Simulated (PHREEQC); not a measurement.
Make-up at 50 °C: 0.0011 mol HF, 0.16 mol KF and 4.7e-05 mol H3PO4 per kg of water. Closed to the air; pH follows from the charge balance.

Model: ion-association model, phreeqc.dat, run in PHREEQC.

Precipitation was switched off in this run.

**Question.** Order these P species by the share of P that they hold, largest first: H2PO4-, KHPO4-, HPO4-2.

**Answer.** H2PO4- (93 %), HPO4-2 (6.3 %), KHPO4- (0.57 %)

The pH is 5.59 and the ionic strength 0.160 mol/kgw. At this temperature some constants are extrapolated from 25 °C, and those without enthalpy data are left unchanged.
